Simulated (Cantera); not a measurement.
A closed system holds: 1 mol Si, 1.6 mol HF, 1.4 mol H₂, held at 1475 K and 750 Torr.

Cantera equilibrium calculation (NASA polynomials, part measured and part estimated; ideal gas, pure solids and liquids). Candidate condensed phases: Si; 25 gas species. The tables' values for SiF₃, SiF₂ are old estimates; treat these amounts as uncertain. Equilibrium is a limit: real reactors are often held back by kinetics, nucleation or transport.

Base state: H₂ 0.833, SiF₄ 0.122, SiHF₃ 0.0247, SiF₃ 0.0153, SiH₂F₂ 0.00230, HF 0.00168, SiF₂ 0.00114, SiH₃F 5.96e-5 (mole fractions); condensed: Si(s).

Task: What changes in the equilibrium state with this change: HF from 1.6 to 15 mol?

Result: 
```
species      before    after
----------  -------  -------
HF          0.00168    0.714
H₂            0.833    0.221
SiF₄          0.122   0.0649
SiHF₃        0.0247  8.20e-6
SiF₃         0.0153  9.83e-6
SiH₂F₂      0.00230    <1e-9
SiF₂        0.00114    <1e-9
SiH₃F       5.96e-5    <1e-9
H           1.18e-5  6.09e-6
Si(s), mol    0.571        0
```
